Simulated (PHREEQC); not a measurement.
Solution (25 °C): 2.9 mmol/kgw NH3 and 2.6 mmol/kgw KCl. Closed to the air; pH follows from the charge balance.

Equilibrium calculation in PHREEQC: ion-association model, wateq4f.dat.

Precipitation was switched off in this run.

Task: What pH, ionic strength does the model give?

Result: pH 10.34; ionic strength 0.00283 mol/kgw.

Task: In which forms is N present?

Result: NH3 92 %, NH4+ 7.9 % of the N.
